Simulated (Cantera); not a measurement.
Cantera run:

```python
import numpy as np
import cantera as ct

gas_names = """
    C CH CH2 CH3 CH2OH CH3O CH4 CH3OH CN CO CO2 COOH C2 C2H CHCO,ketyl C2H2,acetylene C2H2,vinylidene
    CH2CO,ketene C2H3,vinyl CH3CN CH3CO,acetyl C2H4 C2H4O,ethylen CH3CHO,ethanal CH3COOH (HCOOH)2 C2H5
    C2H6 CH3OCH3 C2H5OH CCN CNC C2N2 C2O C3 C3H3,propargyl C3H4,allene C3H4,propyne C3H4,cyclo-
    C3H5,allyl C3H6,propylene C3H6,cyclo- C3H6O C3H7,n-propyl C3H7,i-propyl C3H8 C3H8O,1propanol
    C3H8O,2propanol C3O2 C4 C4H2 C4H4,1,3-cyclo- C4H6,butadiene C4H6,2-butyne C4H6,cyclo- C4H8,1-butene
    C4H8,cis2-buten C4H8,tr2-butene C4H8,isobutene C4H8,cyclo- (CH3COOH)2 C4H9,n-butyl C4H9,i-butyl
    C4H9,s-butyl C4H9,t-butyl C4H10,isobutane C4H10,n-butane C4N2 C5 C5H6,1,3cyclo- C5H8,cyclo-
    C5H10,1-pentene C5H10,cyclo- C5H11,pentyl C5H11,t-pentyl C5H12,n-pentane C5H12,i-pentane
    CH3C(CH3)2CH3 C6H2 C6H5,phenyl C6H5O,phenoxy C6H6 C6H5OH,phenol C6H10,cyclo- C6H12,1-hexene
    C6H12,cyclo- C6H13,n-hexyl C7H7,benzyl C7H8 C7H8O,cresol C7H14,1-heptene C7H15,n-heptyl
    C7H16,n-heptane C8H8,styrene C8H10,ethylbenz C8H16,1-octene C8H17,n-octyl C8H18,isooctane
    C8H18,n-octane C9H19,n-nonyl C10H8,naphthale C10H21,n-decyl C12H9,o-bipheny C12H10,bipheny H HCN HCO
    HCCN HNC HNCO HNO HNO2 HNO3 HO2 H2 HCHO,formaldehy HCOOH H2O H2O2 N NCO NH NH2 NH3 NH2OH NO NO2 NO3
    N2 N2H2 N2H4 N2O O OH O2 O3
""".split()
cond_names = """
    C(gr) C6H6(L) C7H8(L) C8H18(L),n-octa H2O(s) H2O(L)
""".split()


def load(file, names, dense=False):
    # The tables refer to 1 bar. Condensed volumes are neglected.
    table = {s.name: s for s in ct.Species.list_from_file(file)}
    out = []
    for n in names:
        d = dict(table[n].input_data)
        d["thermo"] = dict(d["thermo"], **{"reference-pressure": 1e5})
        if dense:
            d["equation-of-state"] = {"model": "constant-volume", "density": "1e6 g/cm^3"}
        out.append(ct.Species.from_dict(d))
    return out


gas = ct.Solution(thermo="ideal-gas", species=load("nasa_gas.yaml", gas_names))
cond = {s.name: ct.Solution(thermo="fixed-stoichiometry", species=[s], name=s.name)
        for s in load("nasa_condensed.yaml", cond_names, dense=True)}
atoms = {
    'CO': {'C': 1, 'O': 1},
    'NH3': {'N': 1, 'H': 3},
    'H2': {'H': 2},
    'H2O': {'H': 2, 'O': 1},
}
top_T = {'C(gr)': 4500}  # K; cautious upper limits of use, not melting points


def equilibrate(T, P, feed):
    n = {}
    for name, mol in feed.items():
        for a, k in atoms[name].items():
            n[a] = n.get(a, 0.0) + k * mol
    gas.TPX = T, P, n
    mass = sum(n.values()) * gas.mean_molecular_weight
    gas.equilibrate("TP")
    valid = [c for c in cond.values() if c.min_temp <= T <= top_T.get(c.name, c.max_temp)]
    mix = ct.Mixture([(gas, mass / gas.mean_molecular_weight)] + [(c, 0.0) for c in valid])
    mix.T, mix.P = T, P
    mix.equilibrate("TP", solver="vcs", rtol=1e-11, max_steps=5000)
    return mix


results = []
feed = {'CO': 1, 'NH3': 0.16, 'H2': 85, 'H2O': 0.08}  # mol
T = 1675  # K
P = 133.322  # Pa
mix = equilibrate(T, P, feed)
results.append((T, P, feed, dict(zip(mix.species_names, mix.species_moles))))
x = sorted(zip(gas.X, gas.species_names), reverse=True)
print(f"T = {T:g} K  P = {P:g} Pa  gas = {mix.phase_moles(0):.4g} mol")
print("   x: " + "  ".join(f"{s} {v:.3e}" for v, s in x if v > 1e-05))
print("   condensed (mol): " + ("  ".join(f"{mix.phase(i).name} {mix.phase_moles(i):.4g}"
      for i in range(1, mix.n_phases) if mix.phase_moles(i) > 1e-12) or "none"))
```

It prints:

```
T = 1675 K  P = 133.322 Pa  gas = 86.54 mol
   x: H2 9.834e-01  CO 1.155e-02  H 3.153e-03  N2 9.245e-04  H2O 9.211e-04
   condensed (mol): none
```

Cantera equilibrium calculation (NASA polynomials, part measured and part estimated; ideal gas, pure solids and liquids).
